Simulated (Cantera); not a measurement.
# Diamond growth

A diamond (100) surface in a fixed gas of H2 with x(CH4) = 0.0028, x(H) = 0.024, x(CH3) = 0.00054, 0.0720 bar; coverages are run to steady state.

Model: the Harris–Goodwin 1993 mechanism for the reconstructed diamond (100) surface, integrated in Cantera.

```csv
T (K),growth (µm/h),θ c6HH,θ c6H*,θ c6*H,θ c6**,θ c6HM
950,15.9,0.631,0.0142,0.329,0.00660,0.0149
1025,22.5,0.566,0.0206,0.387,0.0115,0.0108
1100,29.1,0.505,0.0279,0.437,0.0183,0.00780
1175,32.1,0.452,0.0358,0.477,0.0272,0.00509
1250,27.1,0.404,0.0440,0.509,0.0382,0.00257
1325,18.8,0.363,0.0522,0.532,0.0510,0.000944
1400,14.7,0.327,0.0601,0.547,0.0655,0.000291
```
θ: site fractions in the mechanism's names (c6HH fully hydrogenated, c6H* and c6*H radical sites, c6** diradical, c6HM methylated).
